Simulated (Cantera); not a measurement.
Gas-phase reforming

An isothermal, constant-pressure homogeneous reactor starts with 47.4 % CH4, 44.1 % H2O, 8.53 % H2, at 1325 K and 9.87 atm.

Model: GRI-Mech 3.0 (53 species, 325 reactions), integrated in Cantera.

| t (s) | x CH4 | x H2O | x H2 | x CH2O | x CO | x O2 | x CH2 |
|---|---|---|---|---|---|---|---|
| 0.000200 | 0.474 | 0.441 | 0.0853 | 2.47e-10 | 2.15e-12 | <1e-12 | 1.21e-12 |
| 0.000478 | 0.474 | 0.441 | 0.0853 | 1.13e-9 | 3.42e-11 | <1e-12 | 1.44e-12 |
| 0.00114 | 0.474 | 0.441 | 0.0853 | 3.95e-9 | 3.25e-10 | <1e-12 | 1.49e-12 |
| 0.00274 | 0.474 | 0.441 | 0.0854 | 1.39e-8 | 2.81e-9 | <1e-12 | 1.59e-12 |
| 0.00654 | 0.474 | 0.441 | 0.0854 | 4.95e-8 | 2.51e-8 | <1e-12 | 1.80e-12 |
| 0.0156 | 0.473 | 0.441 | 0.0857 | 1.47e-7 | 2.13e-7 | <1e-12 | 2.18e-12 |
| 0.0374 | 0.472 | 0.441 | 0.0863 | 2.71e-7 | 1.31e-6 | <1e-12 | 2.60e-12 |
| 0.0894 | 0.470 | 0.440 | 0.0881 | 3.09e-7 | 5.08e-6 | <1e-12 | 2.84e-12 |
| 0.214 | 0.465 | 0.439 | 0.0926 | 3.15e-7 | 1.55e-5 | <1e-12 | 3.31e-12 |
| 0.511 | 0.452 | 0.436 | 0.103 | 3.28e-7 | 4.92e-5 | <1e-12 | 4.72e-12 |
| 1.22 | 0.427 | 0.431 | 0.124 | 3.59e-7 | 0.000182 | <1e-12 | 7.83e-12 |
| 2.92 | 0.396 | 0.423 | 0.150 | 3.93e-7 | 0.000681 | <1e-12 | 1.21e-11 |
| 6.99 | 0.387 | 0.418 | 0.160 | 3.89e-7 | 0.00180 | <1e-12 | 1.28e-11 |
| 16.7 | 0.387 | 0.409 | 0.168 | 3.59e-7 | 0.00371 | <1e-12 | 1.15e-11 |
| 40.0 | 0.385 | 0.392 | 0.184 | 3.07e-7 | 0.00765 | <1e-12 | 9.35e-12 |
x: mole fraction; the columns are a selection and need not sum to one.

Equilibrium at this temperature and pressure: CH4 0.0327, H2O 0.0125, H2 0.728, CH2O 7.59e-7, CO 0.224, O2 <1e-12, CH2 <1e-12 (gas phase only).
